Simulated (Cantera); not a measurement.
**Hydrocarbon pyrolysis for carbon deposition**

A perfectly stirred reactor is fed with C₂H₆ : N₂ = 1 : 3.5 (molar parts), at 0.132 atm; it is held at 1125 K, and followed from long to short residence time.

Computed with Cantera and GRI-Mech 3.0 (53 species, 325 reactions). GRI-Mech 3.0 stops at C3 and has no aromatics, soot or wall deposition, so with more carbon than oxygen in the feed, carbon stays in small species such as C2H2 where larger ones or solid carbon would form.

```
τ (s)    x C₂H₆    x CH₃      x H     x C₂H     x CH₄
-------  ------  -------  -------  --------  --------
1.7      0.0200  6.62e-6  1.60e-6  2.16e-11    0.0260
0.66     0.0418  8.90e-6  1.68e-6  1.40e-11    0.0207
0.26     0.0833  1.19e-5  1.57e-6  7.20e-12    0.0137
0.10      0.140  1.51e-5  1.35e-6  3.29e-12   0.00675
0.040     0.183  1.69e-5  1.18e-6  1.51e-12   0.00280
0.016     0.206  1.66e-5  1.04e-6    <1e-12   0.00104
0.0061    0.217  1.37e-5  8.48e-7    <1e-12  0.000315
0.0024    0.221  8.92e-6  5.45e-7    <1e-12   7.96e-5
0.00094   0.222  5.58e-6  2.37e-7    <1e-12   1.94e-5
0.00037   0.222  3.85e-6  7.52e-8    <1e-12   5.26e-6
```
x: mole fraction; the columns are a selection and need not sum to one.
